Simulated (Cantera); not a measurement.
An isothermal, constant-pressure homogeneous reactor starts with 16.9 % CH4, 83.1 % N2, at 1975 K and 100000 Pa.

Computed with Cantera and GRI-Mech 3.0 (53 species, 325 reactions). GRI-Mech 3.0 stops at C3 and has no aromatics, soot or wall deposition, so with more carbon than oxygen in the feed, carbon stays in small species such as C2H2 where larger ones or solid carbon would form.

One state of this run: x CH4 = 0.0172; x C2H = 3.07e-6; x H = 0.000540; x C2H6 = 1.17e-5; x H2 = 0.194; x C2H2 = 0.0644; x CH2 = 2.89e-6. x: mole fraction; the columns are a selection and need not sum to one.

Q: Which value of t (s) does it belong to?
A. 0.0352
B. 0.0994
C. 50.0
D. 0.00157

A: D, 0.00157
